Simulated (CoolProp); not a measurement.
Properties of methane along the isotherm 361.6 K.

The numbers come from the reference Helmholtz-energy equation of state, Setzmann 1991 in CoolProp.

| p (kPa) | phase | cv (kJ/(kg K)) | viscosity (µPa s) | conductivity (mW/(m K)) |
|---|---|---|---|---|
| 3540 | gas | 1.904 | (withheld) | 45.6 |
| 7080 | supercritical | 1.922 | 14.3 | 48.1 |
| 10600 | supercritical | (withheld) | 15.1 | 51.0 |
| 14200 | supercritical | 1.953 | 16.1 | 54.5 |
| 17700 | supercritical | 1.965 | 17.2 | 58.2 |
| 21200 | supercritical | 1.975 | 18.4 | 62.1 |
| 24800 | supercritical | 1.984 | 19.7 | 66.0 |
| 28300 | supercritical | 1.992 | (withheld) | 69.7 |
| 31800 | supercritical | (withheld) | (withheld) | 73.2 |
| 35400 | supercritical | 2.005 | 23.6 | 76.7 |
| 38900 | supercritical | (withheld) | 25.0 | 79.9 |
| 42500 | supercritical | 2.017 | 26.3 | (withheld) |
| 46000 | supercritical | 2.023 | (withheld) | 86.1 |

Some entries are withheld; supply them.


- 3540, viscosity (µPa s): 13.6
- 10600, cv (kJ/(kg K)): 1.938
- 28300, viscosity (µPa s): 21.0
- 31800, cv (kJ/(kg K)): 1.998
- 31800, viscosity (µPa s): 22.3
- 38900, cv (kJ/(kg K)): 2.011
- 42500, conductivity (mW/(m K)): 83.1
- 46000, viscosity (µPa s): 27.6

Viscosity comes from a separate model (Quiñones-Cisneros 2006). Thermal conductivity comes from a separate model (Friend 1989).
